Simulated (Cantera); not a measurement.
A Cantera script and what it prints.

```python
import numpy as np
import cantera as ct

gas_names = """
    H HO2 H2 H2O H2O2 Mg MgH MgO MgOH MgO2H2 Mg2 O OH O2 O3 Si SiH SiH2 SiH3 SiH4 SiO SiO2 Si2 Si3
""".split()
cond_names = """
    H2O(s) H2O(L) Mg(cr) Mg(L) MgO(s) MgO(L) MgO2H2(s) MgSiO3(I) MgSiO3(II) MgSiO3(III) MgSiO3(L)
    Mg2SiO4(s) Mg2SiO4(L) Si(cr) Si(L) SiO2(Lqz) SiO2(hqz) SiO2(L)
""".split()


# ... load() reads the species with a 1 bar reference pressure and builds the phases ...
atoms = {
    'SiO2': {'Si': 1, 'O': 2},
    'MgO': {'Mg': 1, 'O': 1},
    'H2O': {'H': 2, 'O': 1},
}
top_T = {}  # K; cautious upper limits of use, not melting points


# ... equilibrate(T, P, feed) seeds the gas with the atoms and calls Mixture.equilibrate('TP', solver="vcs", rtol=1e-11, max_steps=5000) ...
results = []
feed = {'SiO2': 1, 'MgO': 0.15, 'H2O': 0.11}  # mol
T = 800  # K
P = 101325  # Pa
mix = equilibrate(T, P, feed)
results.append((T, P, feed, dict(zip(mix.species_names, mix.species_moles))))
print(gas.report(threshold=1e-06))
for i in range(1, mix.n_phases):
    print(f"{mix.phase(i).name:16s} {mix.phase_moles(i):12.5e} mol")
```

It prints:

```
       temperature   800 K
          pressure   1.0132e+05 Pa
           density   0.27443 kg/m^3
  mean mol. weight   18.015 kg/kmol
   phase of matter   gas

                          1 kg             1 kmol
                     ---------------   ---------------
          enthalpy       -1.2424e+07       -2.2382e+08  J
   internal energy       -1.2793e+07       -2.3047e+08  J
           entropy             12418        2.2371e+05  J/K
    Gibbs function       -2.2359e+07       -4.0279e+08  J
 heat capacity c_p              2150             38733  J/K
 heat capacity c_v            1688.5             30419  J/K

                      mass frac. Y      mole frac. X     chem. pot. / RT
                     ---------------   ---------------   ---------------
               H2O                 1                 1           -60.556
     [  +23 minor]        1.7579e-09        2.6373e-09

Mg(cr)            0.00000e+00 mol
MgO(s)            0.00000e+00 mol
MgO2H2(s)         0.00000e+00 mol
MgSiO3(I)         1.50000e-01 mol
Mg2SiO4(s)        0.00000e+00 mol
Si(cr)            0.00000e+00 mol
SiO2(Lqz)         8.50000e-01 mol
```

Equilibrium computed with Cantera from the NASA thermochemical tables; the gas is ideal and each condensed phase is pure. Condensed phases not in the tables: alloys, solid solutions and most ternary compounds.
